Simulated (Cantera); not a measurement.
Feed: 1 mol Si, 2.6 mol NF3, 0.35 mol N2, equilibrated at 1.00 Torr.

These are equilibrium values from Cantera (NASA tables, ideal gas, pure condensed phases), not measurements of a reactor. Candidate condensed phases: Si, Si3N4; 16 gas species. Equilibrium is a limit: real reactors are often held back by kinetics, nucleation or transport.

log p: log10 of the partial pressure in bar; nothing condenses.

| T (K) | log p F | log p F2 | log p N2 | log p SiF4 | log p NF3 | log p NF2 | log p SiF3 |
|---|---|---|---|---|---|---|---|
| 773 | -3.93 | -3.33 | -3.34 | -3.55 | -5.06 | -9.92 | <-14 |
| 873 | -3.41 | -3.55 | -3.38 | -3.60 | -6.43 | -9.90 | <-14 |
| 973 | -3.17 | -4.09 | -3.44 | -3.66 | -8.06 | -10.25 | <-14 |
| 1073 | -3.12 | -4.80 | -3.46 | -3.68 | -9.79 | -10.80 | <-14 |
| 1173 | -3.11 | -5.47 | -3.47 | -3.68 | -11.32 | -11.33 | <-14 |
| 1273 | -3.11 | ___ | -3.47 | -3.68 | ___ | ___ | <-14 |
| 1373 | -3.11 | ___ | -3.47 | -3.68 | ___ | ___ | <-14 |
| 1473 | -3.10 | -6.97 | -3.47 | -3.68 | -14.72 | -12.51 | -13.77 |
| 1573 | -3.10 | -7.35 | -3.47 | -3.68 | <-14 | -12.81 | -12.40 |
| 1673 | -3.10 | -7.68 | -3.47 | -3.68 | <-14 | -13.07 | -11.19 |

### Question
Fill in the missing entries.

### Answer

- 1273, log p F2: -6.05
- 1273, log p NF3: -12.63
- 1273, log p NF2: -11.78
- 1373, log p F2: -6.54
- 1373, log p NF3: -13.75
- 1373, log p NF2: -12.17
